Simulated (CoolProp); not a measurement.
A single-stage vapour-compression cycle with R143a: evaporating at 209.15 K (dew point), condensing at 230.15 K (bubble point), superheat 2 K, subcooling 8 K, compressor efficiency 0.8, no pressure losses. Each further row changes one setting.

Model: reference Helmholtz-energy equation of state, Lemmon and Jacobsen 2000, in CoolProp.

| case | cooling COP | pressure ratio | discharge temperature (K) | refrigerating effect (kJ/kg) | volumetric capacity (kJ/m³) |
|---|---|---|---|---|---|
| as stated | 7.71 | 2.90 | 249.8 | 222 | 465 |
| evaporating temperature 214.15 K | (withheld) | 2.20 | 245.0 | 226 | 611 |
| condensing temperature 225.15 K | 10.3 | 2.30 | (withheld) | 229 | 479 |
| subcooling 13 K | (withheld) | 2.90 | 249.8 | 229 | 479 |
| superheat 12 K | 7.60 | 2.90 | 260.4 | 230 | 458 |
| compressor efficiency 0.7 | 6.75 | 2.90 | (withheld) | 222 | 465 |

Task: Complete the blanks.

Result: 
- evaporating temperature 214.15 K, cooling COP: 10.6
- condensing temperature 225.15 K, discharge temperature (K): 241.2
- subcooling 13 K, cooling COP: 7.94
- compressor efficiency 0.7, discharge temperature (K): 254.4
